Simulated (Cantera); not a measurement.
Input: 1 mol B2H6, 3.5 mol NH3, 32 mol H2, held at 502 °C and 97.5 Torr.

Cantera equilibrium calculation (NASA polynomials, part measured and part estimated; ideal gas, pure solids and liquids). Candidate condensed phases: B, BN; 15 gas species. The feed counts by its element totals alone. Rates play no part.

Base state: H2 0.982, N2 0.0183, NH3 6.62e-5 (mole fractions); condensed: BN(s).

Question: What changes in the equilibrium state with this change: temperature from 502 °C to 1752 °C?

Answer: 
| species | before | after |
|---|---|---|
| H2 | 0.982 | 0.976 |
| N2 | 0.0183 | 0.0183 |
| H | <1e-9 | 0.00527 |
| BH2 | <1e-9 | 0.000141 |
| NH3 | 6.62e-5 | 3.27e-7 |
| BN(s), mol | 2.00 | 1.99 |
The tables' values for BH2 are old estimates; treat these amounts as uncertain.
